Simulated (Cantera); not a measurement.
## Equilibrium for metals in furnace atmospheres: Fe + SO2 + H2 + NH3

Input: 1 mol Fe, a varied amount of SO2, 100 mol H2, 12 mol NH3, held at 1950 K and 10.0 mbar.

Cantera equilibrium calculation (NASA polynomials, part measured and part estimated; ideal gas, pure solids and liquids). Candidate condensed phases: Fe, FeO, Fe(OH)2, Fe(OH)3, FeS, FeSO4, FeS2, Fe2O3, Fe2(SO4)3, Fe3O4, H2O, H2SO4, S; 38 gas species. Kinetics and transport are ignored.

From 0.063 mol SO2 to 0.7 mol SO2 nothing is condensed. The main Fe-bearing gas is Fe throughout.

| n(SO2) (mol) | log p H2 | log p N2 | log p H | log p H2O | log p Fe | log p H2S | log p SH | log p S2 |
|---|---|---|---|---|---|---|---|---|
| 0.063 | -2.03 | -3.32 | -3.96 | -5.00 | -4.10 | -5.69 | -5.70 | -6.98 |
| 0.078 | -2.03 | -3.32 | -3.96 | -4.91 | -4.10 | -5.60 | -5.61 | -6.80 |
| 0.095 | -2.03 | -3.32 | -3.96 | -4.82 | -4.10 | -5.52 | -5.53 | -6.64 |
| 0.12 | -2.03 | -3.32 | -3.96 | -4.72 | -4.10 | -5.42 | -5.43 | -6.45 |
| 0.14 | -2.03 | -3.32 | -3.96 | -4.65 | -4.10 | -5.36 | -5.37 | -6.32 |
| 0.17 | -2.03 | -3.32 | -3.96 | -4.57 | -4.10 | -5.28 | -5.30 | -6.17 |
| 0.21 | -2.03 | -3.32 | -3.96 | -4.48 | -4.10 | -5.20 | -5.21 | -6.00 |
| 0.26 | -2.03 | -3.32 | -3.96 | -4.38 | -4.10 | -5.12 | -5.13 | -5.84 |
| 0.31 | -2.03 | -3.32 | -3.96 | -4.31 | -4.10 | -5.05 | -5.07 | -5.71 |
| 0.38 | -2.03 | -3.32 | -3.96 | -4.22 | -4.10 | -4.98 | -4.99 | -5.56 |
| 0.47 | -2.03 | -3.32 | -3.96 | -4.13 | -4.10 | -4.90 | -4.91 | -5.40 |
| 0.57 | -2.04 | -3.32 | -3.96 | -4.05 | -4.10 | -4.84 | -4.85 | -5.27 |
| 0.7 | -2.04 | -3.32 | -3.96 | -3.96 | -4.10 | -4.77 | -4.78 | -5.12 |
log p: log10 of the partial pressure in bar; nothing condenses.
